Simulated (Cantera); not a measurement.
Input: 1 mol Si2H6, 0.35 mol O2, 1.8 mol N2, at 1523 K and 0.0100 bar.

These are equilibrium values from Cantera (NASA tables, ideal gas, pure condensed phases), not measurements of a reactor. Candidate condensed phases: H2O, Si, SiO2, Si2N2O, Si3N4; 35 gas species. The feed counts by its element totals alone. Mutual solubility and eutectic melting of coexisting phases are not modelled. Equilibrium is a limit: real reactors are often held back by kinetics, nucleation or transport.

Base state: H2 0.811, N2 0.189, H 0.000208, SiO 5.10e-5 (mole fractions); condensed: Si2N2O(s) + Si3N4(s).

Task: What changes in the equilibrium state with this change: 1.1 mol HCl added?

Result: 
```
species         before     after
--------------  ------  --------
H2               0.811     0.639
HCl                  0     0.179
N2               0.189     0.159
SiCl2                0    0.0213
SiCl3                0   0.00103
SiCl4                0  0.000148
SiHCl3               0   5.94e-5
Cl                   0   4.16e-5
Si2N2O(s), mol   0.700     0.700
Si3N4(s), mol    0.200     0.163
```
The tables' values for SiCl3 are old estimates; treat these amounts as uncertain. Further candidate phases: NH4Cl.
